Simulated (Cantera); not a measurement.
Cantera run, input and output.

```python
import numpy as np
import cantera as ct

gas = ct.Solution("gri30.yaml")
gas.TPX = 325, 66000, {'CH4': 1.3, 'O2': 2.35, 'N2': 8.85}
flame = ct.FreeFlame(gas, width=0.054)
flame.set_refine_criteria(ratio=3, slope=0.08, curve=0.16)
flame.transport_model = "mixture-averaged"
flame.solve(loglevel=0, auto=True)
z, T = flame.grid, flame.T
thick = (T[-1] - T[0]) / np.gradient(T, z).max()
show = ['CH4', 'O2', 'C2H', 'O', 'CH2O', 'H2']
print(f"laminar burning velocity  {flame.velocity[0] * 100:.3f} cm/s")
print(f"burnt temperature         {T[-1]:.1f} K")
print(f"thermal thickness         {thick * 1e3:.4f} mm")
print(f"grid points               {len(z)}")
z0 = z[flame.heat_release_rate.argmax()]
print(f"{'z/mm':>9s}{'T/K':>9s}{'u/(m/s)':>9s}" + "".join(f"{s:>11s}" for s in show))
rows = []
for k in (-3, -2, -1.5, -1, -0.5, -0.25, 0, 0.25, 0.5, 1, 2, 4, 8):
    zz = z0 + k * thick
    rows.append([k * thick, np.interp(zz, z, T), np.interp(zz, z, flame.velocity),
                 *(np.interp(zz, z, flame.X[gas.species_index(s)]) for s in show)])
    print(f"{rows[-1][0] * 1e3:9.3f}{rows[-1][1]:9.1f}{rows[-1][2]:9.3f}" + "".join(f"{x:11.3e}" for x in rows[-1][3:]))
```

Result:

```
laminar burning velocity  49.758 cm/s
burnt temperature         2216.1 K
thermal thickness         0.5830 mm
grid points               159
     z/mm      T/K  u/(m/s)        CH4         O2        C2H          O       CH2O         H2
   -1.749    325.0    0.498  1.039e-01  1.879e-01  7.871e-32  3.883e-11  6.389e-09  6.190e-04
   -1.166    325.8    0.500  1.037e-01  1.875e-01  4.010e-28  4.127e-10  1.819e-07  2.313e-03
   -0.875    330.9    0.509  1.031e-01  1.868e-01  4.430e-25  2.292e-09  2.315e-06  5.034e-03
   -0.583    394.1    0.611  9.875e-02  1.822e-01  2.440e-20  3.856e-08  5.432e-05  1.144e-02
   -0.292    878.4    1.386  6.909e-02  1.447e-01  4.481e-12  8.294e-06  6.493e-04  2.220e-02
   -0.146   1331.3    2.125  3.764e-02  1.004e-01  4.148e-09  1.029e-04  9.576e-04  2.725e-02
    0.000   1726.8    2.779  8.972e-03  5.116e-02  2.332e-07  6.720e-04  6.114e-04  2.823e-02
    0.146   1885.0    3.032  6.755e-04  2.343e-02  2.214e-07  1.988e-03  1.044e-04  2.347e-02
    0.292   1924.2    3.084  2.511e-05  1.415e-02  1.478e-08  2.667e-03  5.105e-06  2.063e-02
    0.583   1961.3    3.127  4.767e-08  9.943e-03  2.876e-11  2.584e-03  1.087e-08  2.016e-02
    1.166   2007.3    3.188  5.402e-12  8.000e-03  3.696e-15  2.090e-03  1.608e-10  1.972e-02
    2.332   2062.8    3.265  1.062e-15  6.131e-03  7.731e-21  1.465e-03  1.436e-10  1.835e-02
    4.664   2119.7    3.344  7.612e-16  4.125e-03  2.953e-22  8.768e-04  1.274e-10  1.666e-02
```

Detailed kinetics in Cantera: GRI-Mech 3.0 (53 species, 325 reactions). Burning velocities carry a grid error of a few per cent, more on coarse grids.
